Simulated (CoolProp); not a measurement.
Vapour-liquid equilibrium of dimethyl ether (1) + R236FA (2) at 0.0336 MPa; x and y are mole fractions of (1).

Model: multi-fluid Helmholtz-energy mixture model, Wu 2011 and Pan 2012; pair parameters Bell 2016, in CoolProp.

| x | bubble temperature, mixture model (K) | bubble temperature, Raoult's law (K) | y, mixture model | y, Raoult's law |
|---|---|---|---|---|
| 0.05 | 247.7 | 246.1 | 0.064 | 0.137 |
| 0.15 | 246.9 | 242.8 | 0.207 | 0.353 |
| 0.25 | 245.6 | 239.9 | 0.364 | 0.514 |
| 0.35 | 243.7 | 237.3 | 0.527 | 0.637 |
| 0.45 | 241.2 | 235.0 | 0.677 | 0.731 |
| 0.55 | 238.2 | 233.0 | 0.800 | 0.806 |
| 0.65 | 235.0 | 231.1 | 0.889 | 0.866 |
| 0.75 | 231.8 | 229.4 | 0.946 | 0.914 |
| 0.85 | 229.0 | 227.8 | 0.978 | 0.953 |
| 0.95 | 226.6 | 226.4 | 0.995 | 0.986 |

The largest gap from Raoult's law is +6.4 K in bubble temperature, at x = 0.35. No azeotrope shows between x = 0.05 and 0.95.

The pair parameters rest on a limited set of measurements; away from them the model extrapolates.
